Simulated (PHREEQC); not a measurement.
**City or well water**

Synthetic water in mg/L, 25 °C, pH 7.65, pe -1.4:

```csv
constituent,mg/L
Na,34.5
K,0.766
Ca,18.6
Mg,5.14
Cl,27.6
S(6) as SO4,14.8
Alkalinity as HCO3,117
Mn(2),0.593
Si as SiO2,0.0595
```

Valence states are taken as typed.

The numbers come from PHREEQC with the ion-association model, phreeqc.dat.

No solid was allowed to form.

Task: What specific conductance does the model give?

Result: specific conductance 300 µS/cm.

Task: In which forms is Mg present?

Result: Mg+2 96 %, MgSO4 1.9 %, MgHCO3+ 1.6 % of the Mg.

Examples of supersaturated solids here: Rhodochrosite. Others may be too.
